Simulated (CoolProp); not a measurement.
Aqueous methanol as a coolant, at -3 °C, 1 atm.

Values from CoolProp's Melinder's fits for secondary coolants.

```
mass %  freezing point (°C)  viscosity (mPa s)  density (kg/m³)  Prandtl number  conductivity (W/(m K))
------  -------------------  -----------------  ---------------  --------------  ----------------------
11.5                   -7.7               2.99            982.7            25.4                   0.498
17.9                  -13.1               3.51            975.4            30.8                   0.468
24.3                  -19.4                ___              ___            35.3                   0.440
30.7                  -26.5               4.13            960.5             ___                   0.412
37.2                  -34.8               4.15            951.5            39.8                   0.385
43.6                  -44.1               3.99            941.6            39.4                     ___
50                    -54.5               3.71            930.5            37.4                   0.339
```

Complete the blanks.


- 24.3, viscosity (mPa s): 3.91
- 24.3, density (kg/m³): 968.3
- 30.7, Prandtl number: 38.4
- 43.6, conductivity (W/(m K)): 0.361
